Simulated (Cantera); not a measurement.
An isothermal, constant-pressure homogeneous reactor starts with 1.48 % H2, 98.5 % O2, at 1250 K and 710 Pa.

Computed with Cantera and GRI-Mech 3.0 (53 species, 325 reactions). Radical loss at walls, strong at low pressure, is not modelled.

x: mole fraction; the columns are a selection and need not sum to one.

| t (s) | x H2 | x O2 | x HO2 | x OH | x H | x H2O2 |
|---|---|---|---|---|---|---|
| 4.00e-6 | 0.0148 | 0.985 | 7.06e-11 | 2.17e-12 | 6.84e-11 | <1e-12 |
| 3.00e-5 | 0.0148 | 0.985 | 5.30e-10 | 1.05e-10 | 4.26e-10 | <1e-12 |
| 0.000225 | 0.0148 | 0.985 | 3.97e-9 | 2.87e-9 | 1.50e-9 | <1e-12 |
| 0.00169 | 0.0148 | 0.985 | … | … | … | 2.34e-11 |
| 0.0126 | 0.000360 | 0.972 | 6.98e-7 | 0.00183 | 0.00108 | 2.42e-8 |
| 0.0949 | 7.72e-5 | 0.973 | 5.32e-7 | 0.00124 | 0.000667 | 1.32e-8 |
| 0.711 | 3.25e-5 | 0.980 | 3.55e-7 | 0.000810 | 0.000176 | 1.14e-8 |
| 5.33 | … | 0.985 | … | … | … | … |
| 40.0 | 8.76e-8 | 0.985 | 7.38e-9 | 4.24e-5 | 2.41e-8 | 4.37e-10 |

**Question.** Some entries are withheld; supply them.

**Answer.** 
- 0.00169, x HO2: 2.99e-8
- 0.00169, x OH: 1.08e-7
- 0.00169, x H: 2.32e-8
- 5.33, x H2: 2.35e-6
- 5.33, x HO2: 7.43e-8
- 5.33, x OH: 0.000219
- 5.33, x H: 3.34e-6
- 5.33, x H2O2: 4.20e-9
